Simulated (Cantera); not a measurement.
A Cantera script and its output.

```python
import numpy as np
import cantera as ct

gas = ct.Solution("gri30.yaml")
gas.TPX = 625, 890000, {'CH4': 1, 'H2': 0.76, 'O2': 1.59, 'N2': 5.97}
inlet = ct.Reservoir(gas, clone=True)
gas.equilibrate("HP")  # start burning
reactor = ct.IdealGasConstPressureReactor(gas, energy="on", clone=False)
exhaust = ct.Reservoir(gas, clone=True)
tau = [0.17, 0.073, 0.031, 0.013, 0.0055, 0.0024, 0.001, 0.00042, 0.00018, 7.6e-05, 3.2e-05, 1.4e-05][0]
for a, b in ((inlet, reactor), (reactor, exhaust)):
    ct.MassFlowController(a, b, mdot=lambda t: reactor.mass / tau)
net = ct.ReactorNet([reactor])
show = ['CH4', 'H2', 'O2', 'CH2', 'C2H4', 'CO']

rows = []
print(f"{'tau/s':>10s}{'T/K':>9s}" + "".join(f"{s:>11s}" for s in show))
for tau in [0.17, 0.073, 0.031, 0.013, 0.0055, 0.0024, 0.001, 0.00042, 0.00018, 7.6e-05, 3.2e-05, 1.4e-05]:
    net.initial_time = 0.0
    net.advance(30 * tau)
    before = gas.X
    net.advance(40 * tau)
    drift = np.max(np.abs(gas.X - before) / (gas.X + 1e-9))
    rows.append([gas.T, *gas[show].X, drift])
    print(f"{tau:10.3e}{gas.T:9.1f}" + "".join(f"{x:11.3e}" for x in gas[show].X))
```

Result:

```
     tau/s      T/K        CH4         H2         O2        CH2       C2H4         CO
 1.700e-01   2212.0  4.986e-05  8.908e-02  9.679e-06  6.113e-08  6.424e-09  7.285e-02
 7.300e-02   2211.9  1.066e-04  8.892e-02  2.072e-05  1.393e-07  3.038e-08  7.278e-02
 3.100e-02   2211.9  2.254e-04  8.858e-02  4.583e-05  3.171e-07  1.410e-07  7.261e-02
 1.300e-02   2212.1  4.662e-04  8.784e-02  1.037e-04  7.148e-07  6.284e-07  7.225e-02
 5.500e-03   2212.6  8.985e-04  8.636e-02  2.322e-04  1.541e-06  2.459e-06  7.148e-02
 2.400e-03   2212.8  1.546e-03  8.392e-02  4.979e-04  3.085e-06  7.852e-06  7.017e-02
 1.000e-03   2210.5  2.477e-03  8.028e-02  1.089e-03  6.059e-06  2.258e-05  6.819e-02
 4.200e-04   2201.6  3.652e-03  7.609e-02  2.313e-03  1.109e-05  5.648e-05  6.597e-02
 1.800e-04   2178.6  5.208e-03  7.205e-02  4.811e-03  1.840e-05  1.303e-04  6.405e-02
 7.600e-05   2118.2  8.191e-03  6.836e-02  1.099e-02  2.571e-05  3.306e-04  6.236e-02
 3.200e-05    625.0  1.073e-01  8.155e-02  1.706e-01 -1.075e-34 -7.573e-19 -1.477e-17
 1.400e-05    625.0  1.073e-01  8.155e-02  1.706e-01  6.063e-37 -1.351e-21 -2.634e-20
```

Model: GRI-Mech 3.0 (53 species, 325 reactions), integrated in Cantera.
